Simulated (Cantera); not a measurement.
Charge: 1 mol TiCl4, 0.19 mol H2O, equilibrated at 1923.15 K and 1.00 bar.

Cantera equilibrium calculation (NASA polynomials, part measured and part estimated; ideal gas, pure solids and liquids). The tables' values for TiCl2 are old estimates; treat these amounts as uncertain. The numbers say what is thermodynamically allowed, not how fast it happens.

```json
[
 {"species": "HCl", "before": "0.284", "after": "0.476"},
 {"species": "TiCl4", "before": "0.637", "after": "0.458"},
 {"species": "TiCl3", "before": "0.0398", "after": "0.0332"},
 {"species": "Cl", "before": "0.0327", "after": "0.0281"},
 {"species": "H2", "before": "3.82e-5", "after": "0.000144"},
 {"species": "H2O", "before": "0.000124", "after": "0.000410"},
 {"species": "H", "before": "5.83e-6", "after": "1.13e-5"},
 {"species": "Cl2", "before": "0.00361", "after": "0.00268"},
 {"species": "TiOCl2", "before": "0.00209", "after": "0.00177"},
 {"species": "TiCl2", "before": "1.89e-5", "after": "1.83e-5"},
 {"species": "TiO2(rutile), mol", "before": "0.0935", "after": "0.193"}
]
```
Gas species are given as mole fractions.

Q: What was changed between the two runs?
A) temperature from 1923.15 K to 2050 K
B) H2O from 0.19 to 0.39 mol
C) pressure from 1.00 bar to 2.30 mbar
D) H2O from 0.19 to 4.6 mol

A: B, H2O from 0.19 to 0.39 mol
